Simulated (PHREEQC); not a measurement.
Copper plating or etch bath: speciation

Dissolve 0.0093 mol/kgw CuCl2, 0.014 mol/kgw HNO3 and 0.0043 mol/kgw H3BO3 at 25 °C. Closed to the air; pH follows from the charge balance.

Model: ion-association model, phreeqc.dat, run in PHREEQC.

Precipitation was switched off in this run.

**Question.** What pH, specific conductance does the model give?

**Answer.** pH 1.92; specific conductance 7180 µS/cm.

**Question.** In which forms is Cu present?

**Answer.** Cu+2 98 %, CuCl+ 2.4 % of the Cu.
